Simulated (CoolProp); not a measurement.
Properties of R1234ze(E) along the isotherm 145.65 °C (Tc = 109.4 °C, pc = 3.635 MPa, ω = 0.313).

Values from CoolProp's reference Helmholtz-energy equation of state, Thol 2016.

```tsv
p (MPa)	phase	Z	speed of sound (m/s)	isothermal compressibility (1/MPa)	conductivity (mW/(m K))
1.07	gas	0.9216	169.4	1.017	24.3
2.14	gas	0.8369	156.8	0.5666	25.5
3.21	gas	0.7424	143.1	0.4385	27.6
4.29	supercritical	0.6325	128.7	0.4064	31.8
5.36	supercritical	0.5105	118.5	0.4058	39.0
6.43	supercritical	0.4201	128.6	0.2698	45.7
7.5	supercritical	0.3993	157.4	0.1312	48.9
8.57	supercritical	0.4103	187.0	0.07564	51.0
9.64	supercritical	0.4320	213.3	0.05095	52.8
10.7	supercritical	0.4577	236.5	0.03788	54.3
11.8	supercritical	0.4865	258.0	0.02969	55.6
12.9	supercritical	0.5164	277.5	0.02431	56.9
13.9	supercritical	0.5441	293.8	0.02083	57.9
15	supercritical	0.5748	310.4	0.01797	58.9
```

Thermal conductivity comes from a separate model (Perkins 2011).
